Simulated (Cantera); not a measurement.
Input (Python, Cantera) and output of one run.

```python
import numpy as np
import cantera as ct

gas_names = """
    Mg MgO MgS Mg2 O O2 O3 S SO SO2 SO3 S2 S2O S8
""".split()
cond_names = """
    Mg(cr) Mg(L) MgO(s) MgO(L) MgS(s) MgSO4(s) MgSO4(L) S(cr1) S(cr2) S(L)
""".split()


# ... load() reads the species with a 1 bar reference pressure and builds the phases ...
atoms = {
    'MgO': {'Mg': 1, 'O': 1},
    'SO3': {'S': 1, 'O': 3},
    'O2': {'O': 2},
}
top_T = {'MgS(s)': 2250}  # K; cautious upper limits of use, not melting points


# ... equilibrate(T, P, feed) seeds the gas with the atoms and calls Mixture.equilibrate('TP', solver="vcs", rtol=1e-11, max_steps=5000) ...
results = []
feed = {'MgO': 1, 'SO3': 1.1, 'O2': 0.059}  # mol
P = 850000  # Pa
for T in [1048, 1123, 1198, 1273, 1348, 1423, 1498, 1573, 1648, 1723, 1798, 1873]:
    mix = equilibrate(T, P, feed)
    results.append((T, P, feed, dict(zip(mix.species_names, mix.species_moles))))

top = {s: max(r[3][s] / sum(r[3][g] for g in gas_names) for r in results) for s in gas_names}
cols = sorted((s for s in top if top[s] > 0.0001), key=lambda s: -top[s])[:8]
seen = [c for c in cond_names if any(r[3].get(c, 0) > 1e-12 for r in results)]
print("log10 of partial pressures in bar; condensed amounts in mol")
print(f"{'T/K':>10s}" + "".join(f"{s[:9]:>10s}" for s in cols + seen))
for T, P, feed, n in results:
    ng = sum(n[g] for g in gas_names)
    print(f"{T:10.4g}" + "".join(f"{np.log10(max(n[s] / ng * P / 1e5, 1e-99)):10.3f}" for s in cols)
          + "".join(f"{n.get(c, 0):10.4g}" for c in seen))
```

Output:

```
log10 of partial pressures in bar; condensed amounts in mol
       T/K       SO2        O2       SO3    MgO(s)  MgSO4(s)  MgSO4(L)
      1048     0.205     0.563     0.510         0         1         0
      1123     0.366     0.589     0.360         0         1         0
      1198     0.463     0.609     0.185         0         1         0
      1273     0.519     0.623    -0.000         0         1         0
      1348     0.552     0.631    -0.183         0         1         0
      1423     0.572     0.636    -0.357         0         0         1
      1498     0.584     0.640    -0.519         0         0         1
      1573     0.725     0.470    -0.621         1         0         0
      1648     0.729     0.473    -0.760         1         0         0
      1723     0.731     0.475    -0.887         1         0         0
      1798     0.733     0.477    -1.004         1         0         0
      1873     0.734     0.478    -1.112         1         0         0
```

These are equilibrium values from Cantera (NASA tables, ideal gas, pure condensed phases), not measurements of a reactor.
